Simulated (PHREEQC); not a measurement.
**Brine: speciation**

Solution (20 °C): 2.7 mol NaOH, 0.0083 mol H3BO3 and 0.84 mol LiCl per kg of water. Closed to the air; pH follows from the charge balance.

All values are PHREEQC results (Pitzer model, pitzer.dat), not measurements.

Precipitation was switched off in this run.

### Question
What pH does the model give?

### Answer
pH 14.42.

Species that the database lacks are ignored. In brines, pH and single-ion activities rest on the MacInnes convention.
